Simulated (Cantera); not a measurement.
**C₃H₈ + NH₃ (carbon deposition, reforming and gasification)**

Input: 1 mol C₃H₈, 0.1 mol NH₃, held at 1200 K and 12.8 Torr.

Equilibrium computed with Cantera from the NASA thermochemical tables; the gas is ideal and each condensed phase is pure. Candidate condensed phases: C, C₆H₆, C₇H₈, C₈H₁₈; 92 gas species. Equilibrium is a limit: real reactors are often held back by kinetics, nucleation or transport.

```yaml
x(H₂): 0.988
x(N₂): 0.0119
x(CH₄): 0.000262
x(HCN): 8.08e-6
x(H): 1.50e-6
n(C(graphite)): 3.00 mol
gas_amount: 4.199 mol
```
